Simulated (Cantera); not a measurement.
Charge: 1 mol SiCl4, 0.69 mol NH3, 19 mol N2, at 777 °C and 13.3 mbar.

Equilibrium computed with Cantera from the NASA thermochemical tables; the gas is ideal and each condensed phase is pure. Candidate condensed phases: NH4Cl, Si, Si3N4; 28 gas species. The tables' values for SiCl3 are old estimates; treat these amounts as uncertain. Rates play no part.

Base state: N2 0.886, HCl 0.0776, SiCl4 0.0270, H2 0.00927, SiCl3 9.65e-5, SiHCl3 3.35e-5 (mole fractions); condensed: Si3N4(s).

Problem. What changes in the equilibrium state with this change: temperature from 777 °C to 1400 °C?

Solution. 
```json
[
 {"species": "N2", "before": "0.886", "after": "0.867"},
 {"species": "HCl", "before": "0.0776", "after": "0.0819"},
 {"species": "SiCl2", "before": "6.26e-6", "after": "0.0390"},
 {"species": "SiCl4", "before": "0.0270", "after": "0.00114"},
 {"species": "Cl", "before": "5.16e-8", "after": "0.000858"},
 {"species": "H", "before": "6.76e-9", "after": "7.27e-5"},
 {"species": "Si3N4(s), mol", "before": "0.139", "after": "0"}
]
```
